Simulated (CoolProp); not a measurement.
Properties of ammonia along the isotherm 415.6 K (Tc = 405.6 K, pc = 11.36 MPa, ω = 0.256).

Values from CoolProp's reference Helmholtz-energy equation of state, Gao 2020.

```csv
p (MPa),phase,density (kg/m³),Joule-Thomson coefficient (K/MPa),isothermal compressibility (1/MPa),Prandtl number,fugacity coefficient
0.18,gas,0.8919,9.519,5.586,0.856,0.9946
0.341,gas,1.698,9.496,2.963,0.861,0.9899
0.646,gas,3.247,9.451,1.579,0.870,0.9808
1.22,gas,6.245,9.365,0.8521,0.889,0.9639
2.32,gas,…,9.196,0.4663,0.926,0.9317
4.4,gas,25.33,8.852,…,1.01,0.8719
8.34,gas,…,8.040,0.1887,1.28,0.7612
15.8,supercritical,341.9,1.803,…,2.31,0.5422
30,supercritical,438.0,0.4330,0.007778,1.23,0.3400
56.8,supercritical,497.3,0.07086,0.003124,1.02,0.2377
```

Complete the blanks.


- 2.32, density (kg/m³): 12.33
- 4.4, isothermal compressibility (1/MPa): 0.2695
- 8.34, density (kg/m³): 59.19
- 15.8, isothermal compressibility (1/MPa): 0.05444

Viscosity comes from a separate model (Fenghour 1995). Thermal conductivity comes from a separate model (Tufeu 1984).
